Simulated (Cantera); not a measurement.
Feed: 1 mol CO2, 1.7 mol H2, at 3250 °C and 1.50 bar.

These are equilibrium values from Cantera (NASA tables, ideal gas, pure condensed phases), not measurements of a reactor. Candidate condensed phases: C, C6H6, C7H8, C8H18, H2O; 110 gas species. Kinetics and transport are ignored.

Base state: CO 0.272, H 0.234, H2 0.212, H2O 0.136, OH 0.0698, O 0.0449, CO2 0.0210, O2 0.0111 (mole fractions); condensed: gas only.

Q: What changes in the equilibrium state with this change: pressure from 1.50 bar to 18.0 mbar?

A: 
| species | before | after |
|---|---|---|
| H | 0.234 | 0.605 |
| CO | 0.272 | 0.190 |
| O | 0.0449 | 0.177 |
| H2 | 0.212 | 0.0170 |
| H2O | 0.136 | 0.000515 |
| CO2 | 0.0210 | 0.000692 |
| OH | 0.0698 | 0.00854 |
| O2 | 0.0111 | 0.00206 |
| HO2 | 1.36e-5 | 7.84e-8 |

Q: What changes in the equilibrium state with this change: 0.023 mol NH3 added?

A: 
```
species   before    after
-------  -------  -------
CO         0.272    0.269
H          0.234    0.235
H2         0.212    0.215
N2             0  0.00277
O2        0.0111   0.0105
CO2       0.0210   0.0202
O         0.0449   0.0437
OH        0.0698   0.0686
H2O        0.136    0.134
NO             0  0.00109
N              0  1.06e-5
HO2      1.36e-5  1.30e-5
```

Q: What changes in the equilibrium state with this change: H2 from 1.7 to 1 mol?

A: 
```tsv
species	before	after
CO	0.272	0.342
H	0.234	0.179
H2O	0.136	0.127
H2	0.212	0.124
O2	0.0111	0.0283
CO2	0.0210	0.0422
O	0.0449	0.0718
OH	0.0698	0.0857
HO2	1.36e-5	2.66e-5
```
